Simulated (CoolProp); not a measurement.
Vapour-liquid equilibrium of C3F8 (R218) (1) + R134a (2) at 217.9 K; x and y are mole fractions of (1).

Model: multi-fluid Helmholtz-energy mixture model, Lemmon 2006 and Tillner-Roth 1994; pair parameters Bell 2016, in CoolProp.

```json
[
 {"x": "0.05", "bubble pressure, mixture model (MPa)": "0.03078", "bubble pressure, Raoult's law (MPa)": "0.02244", "y, mixture model": "0.329", "y, Raoult's law": "0.090"},
 {"x": "0.125", "bubble pressure, mixture model (MPa)": "0.03923", "bubble pressure, Raoult's law (MPa)": "0.02386", "y, mixture model": "0.501", "y, Raoult's law": "0.212"},
 {"x": "0.2", "bubble pressure, mixture model (MPa)": "0.04375", "bubble pressure, Raoult's law (MPa)": "0.02527", "y, mixture model": "0.571", "y, Raoult's law": "0.320"},
 {"x": "0.275", "bubble pressure, mixture model (MPa)": "0.04610", "bubble pressure, Raoult's law (MPa)": "0.02669", "y, mixture model": "0.606", "y, Raoult's law": "0.416"},
 {"x": "0.35", "bubble pressure, mixture model (MPa)": "0.04730", "bubble pressure, Raoult's law (MPa)": "0.02811", "y, mixture model": "0.625", "y, Raoult's law": "0.503"},
 {"x": "0.425", "bubble pressure, mixture model (MPa)": "0.04794", "bubble pressure, Raoult's law (MPa)": "0.02953", "y, mixture model": "0.637", "y, Raoult's law": "0.581"},
 {"x": "0.5", "bubble pressure, mixture model (MPa)": "0.04830", "bubble pressure, Raoult's law (MPa)": "0.03094", "y, mixture model": "0.647", "y, Raoult's law": "0.653"},
 {"x": "0.575", "bubble pressure, mixture model (MPa)": "0.04855", "bubble pressure, Raoult's law (MPa)": "0.03236", "y, mixture model": "0.657", "y, Raoult's law": "0.718"},
 {"x": "0.65", "bubble pressure, mixture model (MPa)": "0.04869", "bubble pressure, Raoult's law (MPa)": "0.03378", "y, mixture model": "0.670", "y, Raoult's law": "0.777"},
 {"x": "0.725", "bubble pressure, mixture model (MPa)": "0.04864", "bubble pressure, Raoult's law (MPa)": "0.03520", "y, mixture model": "0.690", "y, Raoult's law": "0.832"},
 {"x": "0.8", "bubble pressure, mixture model (MPa)": "0.04817", "bubble pressure, Raoult's law (MPa)": "0.03661", "y, mixture model": "0.723", "y, Raoult's law": "0.883"},
 {"x": "0.875", "bubble pressure, mixture model (MPa)": "0.04685", "bubble pressure, Raoult's law (MPa)": "0.03803", "y, mixture model": "0.779", "y, Raoult's law": "0.929"},
 {"x": "0.95", "bubble pressure, mixture model (MPa)": "0.04390", "bubble pressure, Raoult's law (MPa)": "0.03945", "y, mixture model": "0.880", "y, Raoult's law": "0.973"}
]
```

The largest gap from Raoult's law is +73.1 % in bubble pressure, at x = 0.2. y crosses x between x = 0.65 and 0.725: the model has an azeotrope there.

Pair parameters are fitted to limited data, so mixtures are less certain than the pure fluids. With so large a gap from Raoult's law the liquid may split in two, which this calculation doesn't test in full.
